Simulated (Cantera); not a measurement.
**Oxide etching and cleaning by halides: SiO₂ + F₂**

Input: 1 mol SiO₂, a varied amount of F₂, equilibrated at 600 K and 2.40 Torr.

Method: chemical equilibrium by Gibbs-energy minimisation in Cantera with the NASA 1993 tables (ideal gas, pure condensed phases). Candidate condensed phases: Si, SiO₂; 17 gas species. Kinetics and transport are ignored.

```csv
n(F₂) (mol),x F₂,x O₂,x SiF₄,x F,x FO₂,x F₂O,n SiO₂(α-quartz)
1.7,<1e-12,0.500,0.500,<1e-12,<1e-12,<1e-12,0.150
3.8,0.472,0.263,0.263,0.00171,2.78e-6,9.31e-8,0
5.9,0.659,0.169,0.169,0.00202,2.12e-6,1.04e-7,0
8,0.748,0.125,0.125,0.00215,1.66e-6,1.02e-7,0
10,0.798,0.0999,0.0999,0.00222,1.37e-6,9.69e-8,0
12,0.831,0.0832,0.0832,0.00227,1.17e-6,9.21e-8,0
14,0.855,0.0713,0.0713,0.00230,1.02e-6,8.77e-8,0
```
x: gas mole fraction; n: condensed amount in mol.

At 1.7 mol F₂ the condensed part is SiO₂(α-quartz). From 3.8 mol F₂ to 14 mol F₂ nothing is condensed. The main Si-bearing gas is SiF₄ throughout.
